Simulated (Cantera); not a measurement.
## Aluminium nitride and oxide growth: Al(CH3)3 + NH3 + H2

Feed: 1 mol Al(CH3)3, 130 mol NH3, 7.5 mol H2, held at 1500 Pa.

Method: chemical equilibrium by Gibbs-energy minimisation in Cantera with the NASA 1993 tables (ideal gas, pure condensed phases). Candidate condensed phases: Al, AlN, C, C6H6, C7H8, C8H18; 97 gas species. The feed counts by its element totals alone. Kinetics and transport are ignored.

```
T (K)   x H2   x N2     x HCN       x H  x C2H2 (acetylene)  n AlN(s)  n C(graphite)
-----  -----  -----  --------  --------  ------------------  --------  -------------
1323   0.762  0.238  0.000109   1.13e-5             6.29e-7      1.00           2.95
1373   0.762  0.237  0.000169   2.37e-5             1.32e-6      1.00           2.94
1423   0.762  0.237  0.000254   4.73e-5             2.62e-6     1.000           2.92
1473   0.762  0.237  0.000370   9.02e-5             4.96e-6     1.000           2.89
1523   0.762  0.237  0.000527  0.000165             9.00e-6     1.000           2.84
1573   0.762  0.237  0.000734  0.000290             1.57e-5     1.000           2.78
1623   0.761  0.237   0.00100  0.000492             2.65e-5     0.999           2.70
1673   0.761  0.237   0.00134  0.000811             4.34e-5     0.996           2.60
1723   0.760  0.237   0.00176   0.00130             6.88e-5     0.985           2.47
```
x: gas mole fraction; n: condensed amount in mol.

From 1323 K to 1723 K the condensed part is AlN(s) + C(graphite).
